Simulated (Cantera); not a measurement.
# Thermodynamics of hydrogen reduction and annealing atmospheres, feed SiO₂ + H₂ + H₂O

Input: 1 mol SiO₂, 1800 mol H₂, 1.6 mol H₂O, at 1527 °C and 170 Pa.

Cantera equilibrium calculation (NASA polynomials, part measured and part estimated; ideal gas, pure solids and liquids). Candidate condensed phases: H₂O, Si, SiO₂; 18 gas species. Equilibrium is a limit: real reactors are often held back by kinetics, nucleation or transport.

```yaml
x(H₂): 0.989
x(H): 0.00864
x(H₂O): 0.00144
x(SiO): 0.000552
gas_amount: 1810 mol
log10 activity of Si(l) (absent): -6.10
```
